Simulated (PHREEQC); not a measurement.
Spent oxide etchant: an equilibrium model

Consider water at 25 °C with 5.7 mmol/kgw HF, 0.82 mmol/kgw H2SiF6, 6.2 mmol/kgw H3BO3 and 0.091 mmol/kgw HCl. It is in equilibrium with CO2 at log p = -2 (atm). Otherwise closed; pH follows from the charge balance.

The numbers come from PHREEQC with the ion-association model, phreeqc.dat.

Each row changes one thing in this solution. This is a speciation only: nothing precipitates in the calculation.

| case | pH | ionic strength (mol/kgw) | H3BO3 (mol/kgw) | HF (mol/kgw) | BF4- (mol/kgw) | F- (mol/kgw) |
|---|---|---|---|---|---|---|
| as made | 2.55 | 0.00346 | 0.00477 | 0.00200 | 0.00109 | 0.000506 |
| H2SiF6 left out | … | 0.00173 | 0.00521 | 0.00153 | 0.000682 | 0.000645 |
| temperature from 25 to 90 °C | … | 0.00187 | 0.00516 | 0.00639 | 0.000613 | 0.000694 |
| H3BO3 replaced by NaBF4 at the same molality | 2.56 | 0.0100 | 0.000311 | 0.00582 | 0.00546 | 0.00156 |
| HCl replaced by KCl at the same molality | 2.56 | 0.00348 | 0.00477 | 0.00198 | 0.00109 | 0.000516 |
| H2SiF6 from 0.00082 to 0.000902 mol/kgw | 2.53 | 0.00365 | 0.00474 | 0.00204 | 0.00112 | 0.000495 |
| temperature from 25 to 30 °C | 2.56 | 0.00333 | 0.00473 | 0.00222 | 0.00112 | 0.000525 |
| H2SiF6 replaced by Na2SiF6 at the same molality | … | 0.00382 | 0.00479 | 0.00169 | 0.00101 | 0.000771 |

Task: Some entries are withheld; supply them.

Result: 
- H2SiF6 left out, pH: 2.78
- temperature from 25 to 90 °C, pH: 2.75
- H2SiF6 replaced by Na2SiF6 at the same molality, pH: 2.81

Some of these states are supersaturated (in Quartz (slow to form), Chalcedony (slow to form), for instance). Constants without temperature data keep their 25 °C values here. SiF6-2 is the database's only silicon fluoride. Real BF4- forms and hydrolyses slowly; the run takes it at equilibrium.
